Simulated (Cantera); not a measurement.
A Cantera script and what it prints.

```python
import numpy as np
import cantera as ct

gas_names = """
    B BO BO2 B2 B2O B2O2 B2O3 O O2 O3
""".split()
cond_names = """
    B(b) B(L) B2O3(L)
""".split()


def load(file, names, dense=False):
    # The tables refer to 1 bar. Condensed volumes are neglected.
    table = {s.name: s for s in ct.Species.list_from_file(file)}
    out = []
    for n in names:
        d = dict(table[n].input_data)
        d["thermo"] = dict(d["thermo"], **{"reference-pressure": 1e5})
        if dense:
            d["equation-of-state"] = {"model": "constant-volume", "density": "1e6 g/cm^3"}
        out.append(ct.Species.from_dict(d))
    return out


gas = ct.Solution(thermo="ideal-gas", species=load("nasa_gas.yaml", gas_names))
cond = {s.name: ct.Solution(thermo="fixed-stoichiometry", species=[s], name=s.name)
        for s in load("nasa_condensed.yaml", cond_names, dense=True)}
atoms = {
    'B2O3': {'B': 2, 'O': 3},
    'O2': {'O': 2},
}
top_T = {}  # K; cautious upper limits of use, not melting points


def equilibrate(T, P, feed):
    n = {}
    for name, mol in feed.items():
        for a, k in atoms[name].items():
            n[a] = n.get(a, 0.0) + k * mol
    gas.TPX = T, P, n
    mass = sum(n.values()) * gas.mean_molecular_weight
    gas.equilibrate("TP")
    valid = [c for c in cond.values() if c.min_temp <= T <= top_T.get(c.name, c.max_temp)]
    mix = ct.Mixture([(gas, mass / gas.mean_molecular_weight)] + [(c, 0.0) for c in valid])
    mix.T, mix.P = T, P
    mix.equilibrate("TP", solver="vcs", rtol=1e-11, max_steps=5000)
    return mix


results = []
feed = {'B2O3': 1, 'O2': 6.5}  # mol
T = 1500  # K
for P in [10, 32, 100, 320, 1000, 3200, 10000, 32000, 100000]:
    mix = equilibrate(T, P, feed)
    results.append((T, P, feed, dict(zip(mix.species_names, mix.species_moles))))

top = {s: max(r[3][s] / sum(r[3][g] for g in gas_names) for r in results) for s in gas_names}
cols = sorted((s for s in top if top[s] > 0.0001), key=lambda s: -top[s])[:9]
seen = [c for c in cond_names if any(r[3].get(c, 0) > 1e-12 for r in results)]
print("log10 of partial pressures in bar; condensed amounts in mol")
print(f"{'P/Pa':>10s}" + "".join(f"{s[:9]:>10s}" for s in cols + seen))
for T, P, feed, n in results:
    ng = sum(n[g] for g in gas_names)
    print(f"{P:10.4g}" + "".join(f"{np.log10(max(n[s] / ng * P / 1e5, 1e-99)):10.3f}" for s in cols)
          + "".join(f"{n.get(c, 0):10.4g}" for c in seen))
```

Output:

```
log10 of partial pressures in bar; condensed amounts in mol
      P/Pa        O2      B2O3       BO2         O   B2O3(L)
        10    -4.064    -4.890    -6.090    -7.424         0
        32    -3.528    -4.664    -5.843    -7.156    0.5098
       100    -3.010    -4.664    -5.714    -6.897    0.8492
       320    -2.498    -4.664    -5.585    -6.641    0.9529
      1000    -2.001    -4.664    -5.461    -6.393    0.9847
      3200    -1.495    -4.664    -5.335    -6.140    0.9951
     1e+04    -1.000    -4.664    -5.211    -5.892    0.9984
   3.2e+04    -0.495    -4.664    -5.085    -5.639    0.9995
     1e+05    -0.000    -4.664    -4.961    -5.392    0.9998
```

Cantera equilibrium calculation (NASA polynomials, part measured and part estimated; ideal gas, pure solids and liquids).
